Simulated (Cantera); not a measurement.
Feed: 1 mol Al(CH₃)₃, 0.38 mol O₂, a varied amount of N₂, equilibrated at 600 K and 0.133 bar.

Equilibrium computed with Cantera from the NASA thermochemical tables; the gas is ideal and each condensed phase is pure. Candidate condensed phases: Al, AlN, Al₂O₃, C, C₆H₆, C₇H₈, C₈H₁₈, H₂O; 148 gas species. The feed counts by its element totals alone. The numbers say what is thermodynamically allowed, not how fast it happens.

x: gas mole fraction; n: condensed amount in mol.

```csv
n(N₂) (mol),x N₂,x CH₄,x H₂,x NH₃,x C₂H₆,n AlN(s),n Al₂O₃(s),n C(graphite)
1.5,0.323,0.481,0.196,0.000273,6.95e-7,0.493,0.253,1.13
2.6,0.468,0.362,0.170,0.000265,4.54e-7,0.493,0.253,1.18
4.3,___,___,___,___,___,0.493,0.253,1.24
7.2,0.711,0.172,0.117,0.000187,1.48e-7,0.493,0.253,1.32
12,0.801,0.107,0.0923,0.000139,7.29e-8,0.493,0.253,1.43
20,0.866,0.0631,0.0709,9.74e-5,3.30e-8,0.493,0.253,1.56
34,0.913,___,___,___,___,0.493,0.253,___
56,0.943,0.0187,0.0386,4.08e-5,5.33e-9,0.493,0.253,1.89
94,0.963,0.00942,0.0274,2.46e-5,1.90e-9,0.493,0.253,2.08
160,0.977,0.00440,0.0187,1.40e-5,6.07e-10,0.493,0.253,2.28
```

Task: Fill in the missing entries.

Result: 
- 4.3, x N₂: 0.597
- 4.3, x CH₄: 0.259
- 4.3, x H₂: 0.144
- 4.3, x NH₃: 0.000233
- 4.3, x C₂H₆: 2.75e-7
- 34, x CH₄: 0.0346
- 34, x H₂: 0.0524
- 34, x NH₃: 6.37e-5
- 34, x C₂H₆: 1.34e-8
- 34, n C(graphite): 1.72
